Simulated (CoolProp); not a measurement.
Saturation properties of nitrogen (Tc = -147.0 °C, pc = 33.96 bar, ω = 0.037).

Values from CoolProp's reference Helmholtz-energy equation of state, Span 2000.

| T (°C) | p (bar) | liquid density (kg/m³) | surface tension (mN/m) | liquid viscosity (µPa s) | liquid conductivity (mW/(m K)) |
|---|---|---|---|---|---|
| -188.95 | 2.117 | 774.0 | 7.36 | 125 | 131 |
| -186.75 | 2.613 | 763.2 | 6.88 | 116 | 127 |
| -184.45 | 3.219 | 751.7 | 6.39 | 107 | 122 |
| -182.25 | [?] | 740.3 | 5.92 | 99.9 | 118 |
| -180.05 | 4.658 | 728.7 | 5.47 | 93.3 | 114 |
| -177.85 | [?] | 716.6 | 5.02 | 87.2 | 109 |
| -175.55 | 6.564 | 703.5 | 4.56 | 81.4 | 105 |
| -173.35 | [?] | 690.6 | 4.12 | 76.2 | 101 |
| -171.15 | 8.917 | 677.0 | 3.70 | 71.4 | 96.2 |
| -168.95 | [?] | [?] | 3.29 | 66.9 | 91.8 |
| -166.65 | 11.89 | 647.2 | 2.86 | 62.4 | 87.3 |
| -164.45 | 13.58 | 631.3 | 2.47 | 58.3 | 83.0 |
| -162.25 | 15.44 | 614.4 | 2.09 | 54.4 | 78.7 |
| -159.95 | 17.56 | [?] | 1.71 | 50.4 | 74.2 |

**Question.** Some entries are withheld; supply them.

**Answer.** 
- -182.25, p (bar): 3.890
- -177.85, p (bar): 5.531
- -173.35, p (bar): 7.675
- -168.95, p (bar): 10.30
- -168.95, liquid density (kg/m³): 662.9
- -159.95, liquid density (kg/m³): 595.1

It boils at -195.8 °C under 1 atm.

Viscosity comes from a separate model (Lemmon 2004). Thermal conductivity comes from a separate model (Lemmon 2004). Surface tension comes from a separate correlation (Mulero 2012).
